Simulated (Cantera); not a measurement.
An adiabatic, constant-pressure homogeneous reactor starts with CO : H₂ : CH₄ : O₂ : N₂ = 0.32 : 0.15 : 0.38 : 0.89 : 3.35 (molar parts), at 1175 K and 825 Torr.

Model: GRI-Mech 3.0 (53 species, 325 reactions), integrated in Cantera.

Predict: time of steepest temperature rise; temperature at 6.00 s; equilibrium temperature; x(CO) at 6.00 s; x(H₂) at 6.00 s; x(H₂O) at 6.00 s.


```json
{
  "time_of_steepest_temperature_rise": "3.96 ms",
  "temperature at 6.00 s": "2655 K",
  "equilibrium_temperature": "2655 K",
  "x(CO) at 6.00 s": "0.0584 (gas-phase equilibrium 0.0584)",
  "x(H₂) at 6.00 s": "0.0170 (gas-phase equilibrium 0.0170)",
  "x(H₂O) at 6.00 s": "0.152 (gas-phase equilibrium 0.152)"
}
```
